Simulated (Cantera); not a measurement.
## Equilibrium for boron, boron nitride and boron oxide: B₂H₆ + O₂

Input: 1 mol B₂H₆, 0.083 mol O₂, held at 1675 K and 0.133 bar.

Cantera equilibrium calculation (NASA polynomials, part measured and part estimated; ideal gas, pure solids and liquids). Candidate condensed phases: B, B₂O₃, B₃O₃H₃, H₂O; 23 gas species. The feed counts by its element totals alone. The tables' values for BH₂ are old estimates; treat these amounts as uncertain. Rates play no part.

| Property | Value |
|---|---|
| x(H₂) | 0.956 |
| x(HBO) | 0.0345 |
| x(B₂O₂) | 0.00606 |
| x(B₂O₃) | 0.00116 |
| x(HBO₂) | 0.000814 |
| x(B₃O₃H₃) | 0.000665 |
| x(H) | 0.000311 |
| x(BO) | 0.000231 |
| x(BH₂) | 4.77e-5 |
| n(B(s)) | 1.84 mol |
| gas amount | 3.077 mol |
| log10 activity of B₃O₃H₃(s) (absent) | -8.01 |
